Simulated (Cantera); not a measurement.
What does this Cantera script print?

```python
import numpy as np
import cantera as ct

gas = ct.Solution("gri30.yaml")
gas.TPX = 1175, 17000, {'N2O': 1, 'H2': 0.013, 'N2': 3.4}
inlet = ct.Reservoir(gas, clone=True)

reactor = ct.IdealGasConstPressureReactor(gas, energy="off", clone=False)
exhaust = ct.Reservoir(gas, clone=True)
tau = [4.8, 1.3, 0.37, 0.1, 0.029, 0.008, 0.0022][0]
for a, b in ((inlet, reactor), (reactor, exhaust)):
    ct.MassFlowController(a, b, mdot=lambda t: reactor.mass / tau)
net = ct.ReactorNet([reactor])
show = ['N2O', 'H2', 'N2', 'HO2', 'NO', 'OH', 'H2O']

rows = []
print(f"{'tau/s':>10s}{'T/K':>9s}" + "".join(f"{s:>11s}" for s in show))
for tau in [4.8, 1.3, 0.37, 0.1, 0.029, 0.008, 0.0022]:
    net.initial_time = 0.0
    net.advance(30 * tau)
    before = gas.X
    net.advance(40 * tau)
    drift = np.max(np.abs(gas.X - before) / (gas.X + 1e-9))
    rows.append([gas.T, *gas[show].X, drift])
    print(f"{tau:10.3e}{gas.T:9.1f}" + "".join(f"{x:11.3e}" for x in gas[show].X))
```

Output:

```
     tau/s      T/K        N2O         H2         N2        HO2         NO         OH        H2O
 4.800e+00   1175.0  1.668e-01  2.857e-05  8.025e-01  2.945e-08  4.499e-03  5.280e-06  2.839e-03
 1.300e+00   1175.0  2.046e-01  8.832e-05  7.831e-01  1.062e-07  1.523e-03  6.328e-06  2.829e-03
 3.700e-01   1175.0  2.181e-01  2.430e-04  7.761e-01  3.442e-07  4.634e-04  7.751e-06  2.691e-03
 1.000e-01   1175.0  2.227e-01  6.454e-04  7.736e-01  8.533e-07  1.315e-04  9.277e-06  2.293e-03
 2.900e-02   1175.0  2.246e-01  1.378e-03  7.722e-01  1.144e-06  4.600e-05  1.026e-05  1.560e-03
 8.000e-03   1175.0  2.259e-01  2.317e-03  7.711e-01  9.959e-07  1.668e-05  8.851e-06  6.214e-04
 2.200e-03   1175.0  2.265e-01  2.829e-03  7.706e-01  5.231e-07  4.153e-06  4.792e-06  1.123e-04
```

Detailed kinetics in Cantera: GRI-Mech 3.0 (53 species, 325 reactions). GRI-Mech 3.0 was tuned for natural gas; its chemistry of N2O as a main component is partial and can be far from experiment. The mechanism lacks the step 2 NO + O2 → 2 NO2, which can matter for NO2 below about 1400 K. The temperature is held fixed by assumption; the heat of reaction is taken as removed at once.
